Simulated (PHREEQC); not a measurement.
HF is added in steps, without added water, to 1 kg of water holding 0.028 mol/kgw NaHCO3, 0.026 mol/kgw NaOH and 0.00023 mol/kgw KCl, at 25 °C. O2 is buffered at 0.21 atm. CO2 from the air is kept out. Precipitation was switched off in this run.

Base run: PHREEQC, ion-association model, phreeqc.dat. Each further column changes one thing. The table gives pH.

```
HF added (mol)   base  temperature from 25 to 30 °C  NaOH replaced by NaNO3 at the same molality  NaHCO3 from 0.028 to 0.0308 mol/kgw  solids may form
--------------  -----  ----------------------------  -------------------------------------------  -----------------------------------  ---------------
0               10.86                         10.76                                         8.09                                10.60            10.86
0.015            9.73                          9.66                                         6.19                                 9.66             9.73
0.035            6.58                          6.56                                         3.71                                 6.64             6.58
0.05             5.50                          5.48                                         3.21                                 5.72             5.50
0.07             3.66                          3.70                                         2.91                                 3.77             3.66
0.085            3.35                          3.39                                         2.77                                 3.42             3.35
0.105            3.11                          3.15                                         2.62                                 3.16             3.11
0.12             2.99                          3.02                                         2.54                                 3.03             2.99
```

 Solids allowed in the column 'solids may form': Halite, Sylvite.
